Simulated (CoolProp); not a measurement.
Vapour-liquid equilibrium of p-xylene (1) + n-undecane (2) at 377.1 K; x and y are mole fractions of (1).

Values from CoolProp's multi-fluid Helmholtz-energy mixture model, Zhou 2012 and Aleksandrov 2011; pair parameters Bell 2016.

```tsv
x	bubble pressure, mixture model (bar)	bubble pressure, Raoult's law (bar)	y, mixture model	y, Raoult's law
0.05	0.06733	0.06809	0.259	0.269
0.2	0.1127	0.1151	0.625	0.636
0.35	[?]	0.1621	0.783	0.790
0.5	[?]	0.2092	[?]	0.875
0.65	0.2533	0.2562	0.926	0.928
0.8	0.3014	0.3032	0.965	0.965
0.95	0.3498	0.3502	[?]	0.993
```

Task: Fill in the missing entries.

Result: 
- 0.35, bubble pressure, mixture model (bar): 0.1589
- 0.5, bubble pressure, mixture model (bar): 0.2058
- 0.5, y, mixture model: 0.871
- 0.95, y, mixture model: 0.992

The largest gap from Raoult's law is -2.1 % in bubble pressure, at x = 0.2. No azeotrope shows between x = 0.05 and 0.95.

The pair parameters rest on a limited set of measurements; away from them the model extrapolates.
